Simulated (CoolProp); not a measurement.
Computed with CoolProp (reference Helmholtz-energy equation of state, de Reuck 1990).

Q: Give the vapour pressure (MPa), vapour density (kg/m³), enthalpy of vaporisation (kJ/kg), surface tension (mN/m) of saturated fluorine at 69.1, 75.8, 79.2 K.

A: 
| T (K) | p (MPa) | vapour density (kg/m³) | enthalpy of vaporisation (kJ/kg) | surface tension (mN/m) |
|---|---|---|---|---|
| 69.1 | 0.0102 | 0.679 | 188 | 18.0 |
| 75.8 | 0.0305 | 1.87 | 182 | 16.1 |
| 79.2 | 0.0492 | 2.90 | 180 | 15.1 |

Surface tension comes from a separate correlation (Mulero 2012).
